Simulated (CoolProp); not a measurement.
Properties of p-xylene along the isotherm 346.85 °C.

Model: reference Helmholtz-energy equation of state, Zhou 2012, in CoolProp.

```
p (bar)  phase  isothermal compressibility (1/MPa)  Prandtl number  fugacity coefficient
-------  -----  ----------------------------------  --------------  --------------------
1.36       gas                               7.461               …                0.9857
2.72       gas                               3.788           0.677                     …
4.07       gas                               2.572           0.680                0.9577
5.43       gas                               1.960           0.683                0.9438
6.79       gas                                   …           0.688                     …
8.15       gas                                   …           0.693                0.9162
9.51       gas                               1.183           0.698                     …
10.9       gas                               1.054           0.705                0.8887
12.2       gas                              0.9617           0.711                     …
13.6       gas                              0.8839           0.718                0.8621
14.9       gas                              0.8266           0.726                0.8493
16.3       gas                              0.7771           0.735                0.8357
17.7       gas                              0.7379           0.744                0.8221
```

Task: Some entries are withheld; supply them.

Result: 
- 1.36, Prandtl number: 0.674
- 2.72, fugacity coefficient: 0.9716
- 6.79, isothermal compressibility (1/MPa): 1.595
- 6.79, fugacity coefficient: 0.9299
- 8.15, isothermal compressibility (1/MPa): 1.354
- 9.51, fugacity coefficient: 0.9026
- 12.2, fugacity coefficient: 0.8759

Viscosity comes from a separate model (Balogun 2015). Thermal conductivity comes from a separate model (Mylona 2014).
